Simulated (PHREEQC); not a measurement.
Consider water at 25 °C with 4.2 mol NaCl and 0.89 mol NaHCO3 per kg of water. Closed to the air; pH follows from the charge balance.

Equilibrium calculation in PHREEQC: Pitzer model, pitzer.dat.

Each row changes one thing in this solution. No solid was allowed to form.

```csv
case,pH,ionic strength (mol/kgw),HCO3- (mol/kgw),CO2 (mol/kgw),CO3-2 (mol/kgw),SI of Halite (NaCl),SI of Nahcolite (NaHCO3)
as made,7.21,5.11,0.857,0.0165,0.0165,-0.41,+0.52
NaHCO3 from 0.89 to 0.445 mol/kgw,7.27,?,0.428,0.00847,0.00847,?,?
diluted 2-fold with water,7.49,?,0.428,0.00850,0.00850,-1.21,?
```

### Question
What belongs in the gaps?

### Answer

- NaHCO3 from 0.89 to 0.445 mol/kgw, ionic strength (mol/kgw): 4.65
- NaHCO3 from 0.89 to 0.445 mol/kgw, SI of Halite (NaCl): -0.47
- NaHCO3 from 0.89 to 0.445 mol/kgw, SI of Nahcolite (NaHCO3): +0.22
- diluted 2-fold with water, ionic strength (mol/kgw): 2.55
- diluted 2-fold with water, SI of Nahcolite (NaHCO3): -0.08

Some of these states are supersaturated (in Nahcolite, for instance). In brines, pH and single-ion activities rest on the MacInnes convention.
